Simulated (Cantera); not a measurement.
A freely propagating, adiabatic, planar premixed flame of H₂ : O₂ : N₂ = 1 : 0.294 : 1.11 (molar parts), equivalence ratio 1.7, unburnt at 700 K and 398 Torr; mixture-averaged transport, grid criteria slope 0.08 and curve 0.16, no radiation.

Computed with Cantera and the H2/O2 subset of GRI-Mech 3.0, which has no nitrogen chemistry. Burning velocities carry a grid error of a few per cent, more on coarse grids.

What does this change do: H2 1 to 0.77 parts?


| quantity | before | after |
|---|---|---|
| laminar burning velocity | 1120 cm/s | 1070 cm/s |
| thermal thickness | 1.11 mm | 1.14 mm |
| peak x(OH) | 0.0101 | 0.0167 |
| peak x(H₂O₂) | 1.50e-6 | 2.18e-6 |
| peak x(HO₂) | 0.000112 | 0.000120 |

What does this change do: H2 1 to 1.3 parts?


```
quantity                     before      after
------------------------  ---------  ---------
laminar burning velocity  1120 cm/s  1100 cm/s
thermal thickness           1.11 mm    1.12 mm
peak x(OH)                   0.0101    0.00479
peak x(H₂O₂)                1.50e-6    1.20e-6
peak x(HO₂)                0.000112   0.000102
```

What does this change do: inlet temperature 700 to 375 K?


```json
[
 {"quantity": "laminar burning velocity", "before": "1120 cm/s", "after": "408 cm/s"},
 {"quantity": "thermal thickness", "before": "1.11 mm", "after": "0.850 mm"},
 {"quantity": "peak x(OH)", "before": "0.0101", "after": "0.00630"},
 {"quantity": "peak x(H₂O₂)", "before": "1.50e-6", "after": "5.53e-5"},
 {"quantity": "peak x(HO₂)", "before": "0.000112", "after": "0.000297"}
]
```
